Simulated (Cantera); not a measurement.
What does this Cantera script print?

```python
import numpy as np
import cantera as ct

gas = ct.Solution("gri30.yaml")
gas.TPX = 575, 43000, {'CH4': 1, 'CO': 0.7, 'O2': 1.96, 'N2': 7.36}
flame = ct.FreeFlame(gas, width=0.072)
flame.set_refine_criteria(ratio=3, slope=0.08, curve=0.16)
flame.transport_model = "unity-Lewis-number"
flame.solve(loglevel=0, auto=True)
z, T = flame.grid, flame.T
thick = (T[-1] - T[0]) / np.gradient(T, z).max()
show = ['CH4', 'CO', 'O2', 'C2H', 'H2', 'NO']
print(f"laminar burning velocity  {flame.velocity[0] * 100:.3f} cm/s")
print(f"burnt temperature         {T[-1]:.1f} K")
print(f"thermal thickness         {thick * 1e3:.4f} mm")
print(f"grid points               {len(z)}")
z0 = z[flame.heat_release_rate.argmax()]
print(f"{'z/mm':>9s}{'T/K':>9s}{'u/(m/s)':>9s}" + "".join(f"{s:>11s}" for s in show))
rows = []
for k in (-3, -2, -1.5, -1, -0.5, -0.25, 0, 0.25, 0.5, 1, 2, 4, 8):
    zz = z0 + k * thick
    rows.append([k * thick, np.interp(zz, z, T), np.interp(zz, z, flame.velocity),
                 *(np.interp(zz, z, flame.X[gas.species_index(s)]) for s in show)])
    print(f"{rows[-1][0] * 1e3:9.3f}{rows[-1][1]:9.1f}{rows[-1][2]:9.3f}" + "".join(f"{x:11.3e}" for x in rows[-1][3:]))
```

Output:

```
laminar burning velocity  105.184 cm/s
burnt temperature         2343.4 K
thermal thickness         0.7864 mm
grid points               140
     z/mm      T/K  u/(m/s)        CH4         CO         O2        C2H         H2         NO
   -2.359    575.3    1.052  9.073e-02  6.353e-02  1.778e-01  1.866e-24  7.754e-06  2.520e-09
   -1.573    577.9    1.057  9.055e-02  6.359e-02  1.776e-01  1.424e-21  7.741e-05  2.522e-08
   -1.180    587.2    1.074  8.994e-02  6.382e-02  1.767e-01  1.128e-19  3.291e-04  1.080e-07
   -0.786    646.8    1.185  8.595e-02  6.529e-02  1.709e-01  8.631e-17  1.961e-03  6.626e-07
   -0.393    995.1    1.842  6.127e-02  7.445e-02  1.353e-01  6.171e-12  1.208e-02  4.372e-06
   -0.197   1383.9    2.595  3.185e-02  8.540e-02  9.191e-02  4.564e-09  2.391e-02  9.092e-06
    0.000   1770.6    3.371  5.364e-03  9.353e-02  4.358e-02  2.373e-07  3.044e-02  1.611e-05
    0.197   1900.0    3.628  1.884e-04  8.563e-02  2.153e-02  8.887e-08  2.473e-02  2.334e-05
    0.393   1933.1    3.686  3.950e-06  7.718e-02  1.621e-02  3.215e-09  2.416e-02  2.755e-05
    0.786   1974.9    3.754  3.736e-09  7.089e-02  1.353e-02  4.114e-12  2.522e-02  3.238e-05
    1.573   2031.5    3.845  4.598e-13  6.856e-02  1.170e-02  6.672e-16  2.470e-02  3.965e-05
    3.146   2104.8    3.960  8.222e-16  6.693e-02  9.575e-03  4.775e-21  2.308e-02  5.258e-05
    6.291   2184.8    4.084  6.320e-16  6.454e-02  7.060e-03  1.265e-21  2.109e-02  7.620e-05
```

Model: GRI-Mech 3.0 (53 species, 325 reactions), integrated in Cantera. Unity Lewis numbers drop preferential diffusion, which matters most where H2 and H carry the flame. Burning velocities carry a grid error of a few per cent, more on coarse grids.
